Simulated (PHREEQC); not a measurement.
## Acid mine or pickling water

Synthetic water in mg/L, 90 °C, pH 3.37, pe 11.6: Na 606; K 289; Ca 130; Mg 74; Cl 349; S(6) as SO4 2140; Mn(2) 1.88; Cu(2) 1.11; Al 70.3.

Valence states are taken as typed.

Equilibrium calculation in PHREEQC: ion-association model, wateq4f.dat.

Each row changes one thing in this solution. Precipitation was switched off in this run.

```
case                                               ionic strength (mol/kgw)  Na+ (mol/kgw)  SO4-2 (mol/kgw)  K+ (mol/kgw)  MgSO4 (mol/kgw)  Ca+2 (mol/kgw)  SI of Gypsum (CaSO4:2H2O)  SI of Gibbsite (Al(OH)3)
-------------------------------------------------  ------------------------  -------------  ---------------  ------------  ---------------  --------------  -------------------------  ------------------------
as made                                                              0.0577         0.0255           0.0133       0.00680          0.00204         0.00191                      -0.59                     +0.63
Na from 606 to 303 mg/L                                              0.0511         0.0127              [?]       0.00676          0.00210         0.00184                      -0.57                       [?]
temperature from 90 to 40 °C at the same typed pH                    0.0622            [?]           0.0151       0.00702          0.00150             [?]                      -0.66                     -1.40
all concentrations times 3 at the same typed pH                       0.161         0.0750              [?]        0.0192          0.00675         0.00514                      -0.04                     +0.76
```

Problem. Fill in the missing entries.

Solution. 
- Na from 606 to 303 mg/L, SO4-2 (mol/kgw): 0.0134
- Na from 606 to 303 mg/L, SI of Gibbsite (Al(OH)3): +0.61
- temperature from 90 to 40 °C at the same typed pH, Na+ (mol/kgw): 0.0256
- temperature from 90 to 40 °C at the same typed pH, Ca+2 (mol/kgw): 0.00200
- all concentrations times 3 at the same typed pH, SO4-2 (mol/kgw): 0.0356

Species that the database lacks are ignored. Some of these states are supersaturated (in Boehmite (slow to form), Gibbsite (slow to form), for instance). Constants without temperature data keep their 25 °C values here.
